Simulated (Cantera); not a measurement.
Charge: 1 mol C3H6, 0.095 mol CO2, equilibrated at 3.70 mbar.

Method: chemical equilibrium by Gibbs-energy minimisation in Cantera with the NASA 1993 tables (ideal gas, pure condensed phases). Candidate condensed phases: C, C6H6, C7H8, C8H18, H2O; 110 gas species. Equilibrium is a limit: real reactors are often held back by kinetics, nucleation or transport.

Question: At 1427 °C, list the 4 most abundant gas species with their mole fractions, and the condensed phases.

Answer: H2 0.938, CO 0.0595, H 0.00235, C2H2 (acetylene) 6.89e-5. Condensed: C(graphite).
